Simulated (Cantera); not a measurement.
An isothermal, constant-pressure homogeneous reactor starts with 2.25 % CH₄, 93.9 % H₂, 3.85 % H, at 1550 K and 0.310 bar.

Model: GRI-Mech 3.0 (53 species, 325 reactions), integrated in Cantera. GRI-Mech 3.0 stops at C3 and has no aromatics, soot or wall deposition, so with more carbon than oxygen in the feed, carbon stays in small species such as C2H2 where larger ones or solid carbon would form.

Q: Predict: x(CH₄) at 7.00 s; x(H₂) at 7.00 s; x(H) at 7.00 s; x(CH₃) at 7.00 s.

A: 
```
Property                                            Value
----------------  ---------------------------------------
x(CH₄) at 7.00 s    0.0130 (gas-phase equilibrium 0.0112)
x(H₂) at 7.00 s       0.982 (gas-phase equilibrium 0.983)
x(H) at 7.00 s    5.59e-5 (gas-phase equilibrium 5.65e-5)
x(CH₃) at 7.00 s  1.49e-5 (gas-phase equilibrium 1.31e-5)
```
